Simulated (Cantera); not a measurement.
## Catalytic stagnation flow on Pt

A jet of CH₄ : O₂ : N₂ = 0.057 : 0.063 : 0.79 (molar parts) at 300 K and 338 Torr hits a platinum plate 8 cm away at a mass flux of 0.033 kg/m²/s; the plate temperature is set and raised in steps from an oxygen-covered start.

Detailed kinetics in Cantera: Deutschmann's 1995 Pt surface mechanism with GRI-Mech 3.0 gas chemistry. Catalytic surfaces can have several steady states; this one follows from the mechanism file's or the stated starting coverage.

```json
[
 {"plate T (K)": "900", "wall x CH₄": "0.0203", "wall x O₂": "0.00507", "wall x H₂O": "0.0723", "wall x OH": "<1e-8", "wall x CO": "0.0443", "wall x CO₂": "3.70e-5", "θ free Pt": "0.147", "θ H*": "0.00163", "θ CO*": "0.145", "θ C*": "0.707"},
 {"plate T (K)": "950", "wall x CH₄": "0.0157", "wall x O₂": "0.00390", "wall x H₂O": "0.0698", "wall x OH": "<1e-8", "wall x CO": "0.0490", "wall x CO₂": "3.77e-5", "θ free Pt": "0.174", "θ H*": "0.00242", "θ CO*": "0.0906", "θ C*": "0.733"},
 {"plate T (K)": "1000", "wall x CH₄": "0.00635", "wall x O₂": "0.00161", "wall x H₂O": "0.0647", "wall x OH": "<1e-8", "wall x CO": "0.0584", "wall x CO₂": "0.000175", "θ free Pt": "0.283", "θ H*": "0.00380", "θ CO*": "0.126", "θ C*": "0.587"},
 {"plate T (K)": "1050", "wall x CH₄": "0.00123", "wall x O₂": "0.000374", "wall x H₂O": "0.0605", "wall x OH": "<1e-8", "wall x CO": "0.0617", "wall x CO₂": "0.00216", "θ free Pt": "0.606", "θ H*": "0.00526", "θ CO*": "0.290", "θ C*": "0.0987"},
 {"plate T (K)": "1100", "wall x CH₄": "0.000761", "wall x O₂": "0.000248", "wall x H₂O": "0.0567", "wall x OH": "<1e-8", "wall x CO": "0.0577", "wall x CO₂": "0.00710", "θ free Pt": "0.755", "θ H*": "0.00509", "θ CO*": "0.214", "θ C*": "0.0251"},
 {"plate T (K)": "1150", "wall x CH₄": "0.000575", "wall x O₂": "0.000195", "wall x H₂O": "0.0512", "wall x OH": "<1e-8", "wall x CO": "0.0509", "wall x CO₂": "0.0148", "θ free Pt": "0.856", "θ H*": "0.00480", "θ CO*": "0.131", "θ C*": "0.00852"},
 {"plate T (K)": "1200", "wall x CH₄": "0.000477", "wall x O₂": "0.000162", "wall x H₂O": "0.0452", "wall x OH": "<1e-8", "wall x CO": "0.0433", "wall x CO₂": "0.0233", "θ free Pt": "0.919", "θ H*": "0.00446", "θ CO*": "0.0726", "θ C*": "0.00344"}
]
```
x: mole fraction at the wall; θ: surface coverage.
